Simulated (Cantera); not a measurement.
# Adiabatic ignition

An adiabatic, constant-volume homogeneous reactor starts with CH4 : C2H6 : O2 : N2 = 1 : 0.078 : 4.74 : 17.8 (molar parts), at 1325 K and 2.60 bar.

Model: GRI-Mech 3.0 (53 species, 325 reactions), integrated in Cantera.

```
t (s)     T (K)  P (bar)   x CH4    x C2H6    x O2    x H2O2       x H
--------  -----  -------  ------  --------  ------  --------  --------
9.00e-6    1325     2.60  0.0423   0.00330   0.201  8.30e-10   1.72e-9
3.82e-5    1325     2.60  0.0423   0.00330   0.201   1.92e-8   8.82e-9
0.000162   1325     2.60  0.0423   0.00327   0.201   4.66e-7   1.20e-7
0.000687   1547     3.07  0.0239  0.000908   0.177   3.82e-5   7.60e-5
0.00291    2503     4.94  <1e-12    <1e-12  0.1000   4.45e-7  0.000321
0.0124     2486     4.91  <1e-12    <1e-12  0.0961   4.20e-7  0.000290
0.0524     2482     4.90  <1e-12    <1e-12  0.0953   4.15e-7  0.000284
0.222      2482     4.90  <1e-12    <1e-12  0.0953   4.15e-7  0.000284
0.943      2482     4.90  <1e-12    <1e-12  0.0953   4.15e-7  0.000284
4.00       2482     4.90  <1e-12    <1e-12  0.0953   4.15e-7  0.000284
```
x: mole fraction; the columns are a selection and need not sum to one.

```
Item                                                               Value
---------------------------------  -------------------------------------
time of steepest temperature rise                               0.702 ms
temperature at 4.00 s                                             2482 K
equilibrium temperature                                           2482 K
x(CH4) at 4.00 s                   <1e-12 (gas-phase equilibrium <1e-12)
x(C2H6) at 4.00 s                  <1e-12 (gas-phase equilibrium <1e-12)
x(O2) at 4.00 s                    0.0953 (gas-phase equilibrium 0.0953)
```
